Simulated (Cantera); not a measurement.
Feed: 1 mol Si, 1.5 mol NF₃, 0.13 mol N₂, equilibrated at 698.15 K and 54.0 Torr.

Cantera equilibrium calculation (NASA polynomials, part measured and part estimated; ideal gas, pure solids and liquids). Candidate condensed phases: Si, Si₃N₄; 16 gas species. Rates play no part.

Base state: SiF₄ 0.500, N₂ 0.407, NF₃ 0.0663, F₂ 0.0253, F 0.000823 (mole fractions); condensed: gas only.

What changes in the equilibrium state with this change: 0.0057 mol Cl₂ added?


```tsv
species	before	after
SiF₄	0.500	0.498
N₂	0.407	0.406
NF₃	0.0663	0.0643
ClF	0	0.00560
F₂	0.0253	0.0248
ClF₃	0	8.08e-5
F	0.000823	0.000815
```
